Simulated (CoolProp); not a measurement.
cis-2-butene along the isobar 1730 kPa: Z from the reference equation and from simpler models built on Tc = 162.6 °C, pc = 4236 kPa, ω = 0.202; each cubic takes its own stable root.

Computed with CoolProp (reference Helmholtz-energy equation of state, Lemmon 2005). It is a short technical equation, of lower accuracy than the large ones.

```csv
T (°C),phase,reference
-90.25,liquid,0.08619
-82.45,liquid,0.08357
-74.65,liquid,0.08117
-66.85,liquid,0.07897
-59.05,liquid,0.07695
-51.25,liquid,0.07510
-43.45,liquid,0.07339
-35.75,liquid,0.07184
-27.95,liquid,0.07040
-20.15,liquid,0.06907
-12.35,liquid,0.06786
-4.55,liquid,0.06674
3.25,liquid,0.06573
11.05,liquid,0.06481
18.85,liquid,0.06398
```

Q: How far does each simpler model (van der Waals, Redlich-Kwong, Peng-Robinson) lie from the reference over these 15 states: mean and median of the absolute difference, and the worst?

A: 
- van der Waals: mean 62.5 %, median 62.3 %, worst +64.5 % at -90.25 °C and 1730 kPa
- Redlich-Kwong: mean 10.3 %, median 10.2 %, worst +10.9 % at 18.85 °C and 1730 kPa
- Peng-Robinson: mean 3.7 %, median 4.0 %, worst -4.5 % at 11.05 °C and 1730 kPa
